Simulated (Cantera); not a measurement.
Feed: 1 mol SiHCl3, 6.6 mol N2, equilibrated at 2025 K and 1500 Pa.

Cantera equilibrium calculation (NASA polynomials, part measured and part estimated; ideal gas, pure solids and liquids). Candidate condensed phases: NH4Cl, Si, Si3N4; 28 gas species. The tables' values for SiCl3, SiCl are old estimates; treat these amounts as uncertain. The numbers say what is thermodynamically allowed, not how fast it happens.

Base state: N2 0.763, SiCl2 0.111, HCl 0.0994, Cl 0.0135, H2 0.00742, SiCl3 0.00332, H 0.00135, SiCl 0.000521 (mole fractions); condensed: gas only.

### Question
What changes in the equilibrium state with this change: temperature from 2025 K to 2075 K?

### Answer
```tsv
species	before	after
N2	0.763	0.761
SiCl2	0.111	0.111
HCl	0.0994	0.0968
Cl	0.0135	0.0171
Si	0.000140	0.000302
SiCl4	0.000109	6.23e-5
SiCl	0.000521	0.000828
```
